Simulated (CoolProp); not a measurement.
Vapour-liquid equilibrium of hexamethyldisiloxane (MM) (1) + toluene (2) at 360.6 K; x and y are mole fractions of (1).

The numbers come from the multi-fluid Helmholtz-energy mixture model, Thol 2016 and Lemmon 2006; pair parameters Bell 2016 in CoolProp.

```json
[
 {"x": "0.05", "bubble pressure, mixture model (kPa)": "51.68", "bubble pressure, Raoult's law (kPa)": "50.87", "y, mixture model": "0.080", "y, Raoult's law": "0.067"},
 {"x": "0.2", "bubble pressure, mixture model (kPa)": "56.36", "bubble pressure, Raoult's law (kPa)": "53.61", "y, mixture model": "0.284", "y, Raoult's law": "0.254"},
 {"x": "0.35", "bubble pressure, mixture model (kPa)": "60.23", "bubble pressure, Raoult's law (kPa)": "56.35", "y, mixture model": "0.444", "y, Raoult's law": "0.424"},
 {"x": "0.5", "bubble pressure, mixture model (kPa)": "63.31", "bubble pressure, Raoult's law (kPa)": "59.08", "y, mixture model": "0.579", "y, Raoult's law": "0.577"},
 {"x": "0.65", "bubble pressure, mixture model (kPa)": "65.65", "bubble pressure, Raoult's law (kPa)": "61.82", "y, mixture model": "0.701", "y, Raoult's law": "0.717"},
 {"x": "0.8", "bubble pressure, mixture model (kPa)": "67.28", "bubble pressure, Raoult's law (kPa)": "64.56", "y, mixture model": "0.821", "y, Raoult's law": "0.845"},
 {"x": "0.95", "bubble pressure, mixture model (kPa)": "68.13", "bubble pressure, Raoult's law (kPa)": "67.30", "y, mixture model": "0.952", "y, Raoult's law": "0.963"}
]
```

The largest gap from Raoult's law is +7.2 % in bubble pressure, at x = 0.5. No azeotrope shows between x = 0.05 and 0.95.

Pair parameters are fitted to limited data, so mixtures are less certain than the pure fluids.
